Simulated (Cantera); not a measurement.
A perfectly stirred reactor is fed with 4.19 % CH4, 1.89 % C2H6, 19.7 % O2, 74.2 % N2, at 5.50 bar; it is adiabatic with a 550 K inlet, and is followed from long to short residence time, starting on the burning branch (τ in s: 0.024, 0.013, 0.0073, 0.004, 0.0022, 0.0012, 0.00068, 0.00038, 0.00021, 0.00011, 6.4e-05, 3.5e-05).

Detailed kinetics in Cantera: GRI-Mech 3.0 (53 species, 325 reactions).

x: mole fraction; the columns are a selection and need not sum to one.

```
τ (s)    T (K)     x CH4   x C2H6    x O2   x H2O2    x HO2  x H2
-------  -----  --------  -------  ------  -------  -------  ----
0.024     2138   2.72e-6  1.74e-7  0.0463  2.12e-7  3.04e-6   [?]
0.013     2136   4.65e-6  3.12e-7  0.0465  2.22e-7  3.25e-6   [?]
0.0073    2133   7.49e-6  5.30e-7  0.0466  2.38e-7  3.60e-6   [?]
0.0040    2127   1.19e-5  9.06e-7  0.0468  2.64e-7  4.21e-6   [?]
0.0022    2120   1.84e-5  1.51e-6  0.0471  3.03e-7  5.21e-6   [?]
0.0012    2108   2.81e-5  2.50e-6  0.0476  3.59e-7  6.82e-6   [?]
0.00068   2093   4.17e-5  3.97e-6  0.0481  4.29e-7  9.14e-6   [?]
0.00038   2073   6.30e-5  6.35e-6  0.0490  5.20e-7  1.27e-5   [?]
0.00021   2046   9.82e-5  1.03e-5  0.0503  6.38e-7  1.80e-5   [?]
0.00011   2006  0.000166  1.80e-5  0.0524  8.03e-7  2.68e-5   [?]
6.4e-5    1963  0.000275  3.00e-5  0.0550  9.83e-7  3.84e-5   [?]
3.5e-5    1894  0.000558  6.05e-5  0.0600  1.27e-6  6.15e-5   [?]
```

Some entries are withheld; supply them.


- 0.024, x H2: 0.000263
- 0.013, x H2: 0.000302
- 0.0073, x H2: 0.000362
- 0.0040, x H2: 0.000461
- 0.0022, x H2: 0.000610
- 0.0012, x H2: 0.000832
- 0.00068, x H2: 0.00112
- 0.00038, x H2: 0.00151
- 0.00021, x H2: 0.00201
- 0.00011, x H2: 0.00269
- 6.4e-5, x H2: 0.00337
- 3.5e-5, x H2: 0.00430
